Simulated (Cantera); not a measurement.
An isothermal, constant-pressure homogeneous reactor starts with 20.0 % CH4, 80.0 % N2, at 1375 K and 10.00 Torr.

Detailed kinetics in Cantera: GRI-Mech 3.0 (53 species, 325 reactions). GRI-Mech 3.0 stops at C3 and has no aromatics, soot or wall deposition, so with more carbon than oxygen in the feed, carbon stays in small species such as C2H2 where larger ones or solid carbon would form. Radical loss at walls, strong at low pressure, is not modelled.

x: mole fraction; the columns are a selection and need not sum to one.

| t (s) | x CH4 | x HCN | x C2H2 | x C2H4 | x H2 |
|---|---|---|---|---|---|
| 4.00e-6 | 0.200 | <1e-12 | <1e-12 | <1e-12 | 1.98e-11 |
| 1.75e-5 | 0.200 | <1e-12 | <1e-12 | <1e-12 | 3.24e-10 |
| 7.61e-5 | 0.200 | <1e-12 | <1e-12 | <1e-12 | 3.64e-9 |
| 0.000332 | 0.200 | <1e-12 | <1e-12 | <1e-12 | 2.22e-8 |
| 0.00145 | 0.200 | <1e-12 | <1e-12 | <1e-12 | 1.04e-7 |
| 0.00632 | 0.200 | <1e-12 | <1e-12 | 5.71e-11 | 4.61e-7 |
| 0.0276 | 0.200 | <1e-12 | 3.73e-12 | 4.97e-9 | 2.03e-6 |
| 0.120 | 0.200 | <1e-12 | 1.50e-9 | 3.95e-7 | 9.60e-6 |
| 0.525 | 0.200 | <1e-12 | ___ | ___ | ___ |
| 2.29 | 0.198 | <1e-12 | 0.000103 | 0.000508 | 0.00146 |
| 10.0 | 0.187 | 2.55e-11 | ___ | ___ | ___ |

Q: What belongs in the gaps?

A: 
- 0.525, x C2H2: 5.33e-7
- 0.525, x C2H4: 2.12e-5
- 0.525, x H2: 8.22e-5
- 10.0, x C2H2: 0.00383
- 10.0, x C2H4: 0.00181
- 10.0, x H2: 0.0152
